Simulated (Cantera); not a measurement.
Charge: 1 mol Pb, 0.33 mol O2, 29 mol N2, held at 1 atm.

These are equilibrium values from Cantera (NASA tables, ideal gas, pure condensed phases), not measurements of a reactor. Candidate condensed phases: Pb, PbO, PbO2, Pb3O4; 12 gas species. Each liquid is taken as pure. Mutual solubility and eutectic melting of coexisting phases are not modelled. Gases not in the tables: (PbO)n polymers. Rates play no part.

x: gas mole fraction; n: condensed amount in mol.

```csv
T (K),x N2,x PbO,x Pb,x O2,n Pb(l),n PbO(yellow),n PbO(l)
900,1.000,7.37e-9,1.35e-6,<1e-12,0.340,0.660,0
1000,1.000,3.01e-7,1.60e-5,<1e-12,0.340,0.660,0
1100,1.000,6.11e-6,0.000120,4.03e-11,0.337,0.660,0
1200,0.999,6.73e-5,0.000635,1.72e-9,0.322,0,0.658
1300,0.997,…,…,…,…,0,0.647
1400,0.989,…,…,…,…,0,…
1500,0.980,0.00871,0.0115,1.38e-5,0,0,0.401
1600,0.966,0.0214,0.0120,0.000275,0,0,0
1700,0.966,0.0205,0.0128,0.000671,0,0,0
1800,0.965,0.0190,0.0142,0.00128,0,0,0
1900,0.964,0.0172,0.0160,0.00204,0,0,0
```

**Question.** Fill in the missing entries.

**Answer.** 
- 1300, x PbO: 0.000445
- 1300, x Pb: 0.00259
- 1300, x O2: 3.16e-8
- 1300, n Pb(l): 0.265
- 1400, x PbO: 0.00221
- 1400, x Pb: 0.00860
- 1400, x O2: 3.74e-7
- 1400, n Pb(l): 0.0878
- 1400, n PbO(l): 0.595
